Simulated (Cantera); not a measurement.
n-butane + H₂ (carbon deposition, reforming and gasification)

A closed system holds: 1 mol n-butane, 1.5 mol H₂, equilibrated at 625 °C and 0.000400 bar.

Method: chemical equilibrium by Gibbs-energy minimisation in Cantera with the NASA 1993 tables (ideal gas, pure condensed phases). Candidate condensed phases: C, C₆H₆, C₇H₈, C₈H₁₈; 76 gas species. The numbers say what is thermodynamically allowed, not how fast it happens.

```
Item                Value
--------------  ---------
x(H₂)               1.000
x(CH₄)           0.000128
n(C(graphite))   4.00 mol
gas amount      6.499 mol
```
